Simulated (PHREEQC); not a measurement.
Consider water at 20 °C with 0.036 mol/kgw CaCl2, 0.0019 mol/kgw NaF and 0.00089 mol/kgw H4SiO4. Closed to the air; pH follows from the charge balance.

Computed with PHREEQC (ion-association model, phreeqc.dat).

Each row changes one thing in this solution. No solid was allowed to form.

```
case                                            pH  H3SiO4- (mol/kgw)  CaOH+ (mol/kgw)  SI of SiO2(a) (SiO2)
--------------------------------------------  ----  -----------------  ---------------  --------------------
as made                                       6.65            6.54e-7          1.31e-8                 -0.28
diluted 100-fold with water                   7.05            1.28e-8         6.06e-10                   ___
NaF left out                                   ___            4.06e-7          8.16e-9                 -0.28
CaCl2 replaced by CaBr2 at the same molality  6.65            6.54e-7          1.31e-8                 -0.28
diluted 2-fold with water                     6.72            3.63e-7          9.00e-9                   ___
```

Problem. What belongs in the gaps?

Solution. 
- diluted 100-fold with water, SI of SiO2(a) (SiO2): -2.30
- NaF left out, pH: 6.44
- diluted 2-fold with water, SI of SiO2(a) (SiO2): -0.59

Complexes and solids missing from the database can't appear. Some of these states are supersaturated (in Fluorite, Quartz (slow to form), Chalcedony (slow to form), for instance). SiF6-2 is the database's only silicon fluoride.
